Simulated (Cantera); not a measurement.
An adiabatic, constant-volume homogeneous reactor starts with H₂ : O₂ : N₂ : NO = 1 : 0.694 : 1.74 : 0.0055 (molar parts), at 1823 K and 7500 Torr. Integrator tolerance rtol = 1e-08.

Computed with Cantera and GRI-Mech 3.0 (53 species, 325 reactions). The hydrogen kinetics of GRI-Mech 3.0 are dated; newer H2 mechanisms differ, most at raised pressure. Above 3000 K some thermodynamic fits are extrapolated.

Problem. What does this change do: initial temperature 1823 to 1123 K?

Solution. 
```
quantity                                                            before                                    after
---------------------------------  ---------------------------------------  ---------------------------------------
time of steepest temperature rise                                 0.457 µs                                  42.8 µs
temperature at 0.700 s                                              3326 K                                   3130 K
equilibrium temperature                                             3326 K                                   3130 K
x(H₂) at 0.700 s                     0.0341 (gas-phase equilibrium 0.0341)    0.0179 (gas-phase equilibrium 0.0179)
x(O₂) at 0.700 s                     0.0488 (gas-phase equilibrium 0.0488)    0.0507 (gas-phase equilibrium 0.0507)
x(NO) at 0.700 s                     0.0275 (gas-phase equilibrium 0.0275)    0.0232 (gas-phase equilibrium 0.0232)
x(N₂) at 0.700 s                       0.548 (gas-phase equilibrium 0.548)      0.565 (gas-phase equilibrium 0.565)
x(O) at 0.700 s                      0.0170 (gas-phase equilibrium 0.0170)  0.00794 (gas-phase equilibrium 0.00794)
x(HO₂) at 0.700 s                  7.74e-5 (gas-phase equilibrium 7.74e-5)  6.93e-5 (gas-phase equilibrium 6.93e-5)
x(H₂O) at 0.700 s                      0.252 (gas-phase equilibrium 0.252)      0.291 (gas-phase equilibrium 0.291)
```
The mechanism lacks 2 NO + O2 → 2 NO2 and HONO, so NO2 and the effect of NO are under-described below about 1400 K.

Problem. What does this change do: pressure from 7500 Torr to 5850 Torr?

Solution. 
```
quantity                                                            before                                    after
---------------------------------  ---------------------------------------  ---------------------------------------
time of steepest temperature rise                                 0.457 µs                                 0.586 µs
temperature at 0.700 s                                              3326 K                                   3297 K
equilibrium temperature                                             3326 K                                   3297 K
x(H₂) at 0.700 s                     0.0341 (gas-phase equilibrium 0.0341)    0.0352 (gas-phase equilibrium 0.0352)
x(O₂) at 0.700 s                     0.0488 (gas-phase equilibrium 0.0488)    0.0493 (gas-phase equilibrium 0.0493)
x(NO) at 0.700 s                     0.0275 (gas-phase equilibrium 0.0275)    0.0269 (gas-phase equilibrium 0.0269)
x(N₂) at 0.700 s                       0.548 (gas-phase equilibrium 0.548)      0.547 (gas-phase equilibrium 0.547)
x(O) at 0.700 s                      0.0170 (gas-phase equilibrium 0.0170)    0.0179 (gas-phase equilibrium 0.0179)
x(HO₂) at 0.700 s                  7.74e-5 (gas-phase equilibrium 7.74e-5)  6.97e-5 (gas-phase equilibrium 6.97e-5)
x(H₂O) at 0.700 s                      0.252 (gas-phase equilibrium 0.252)      0.249 (gas-phase equilibrium 0.249)
```
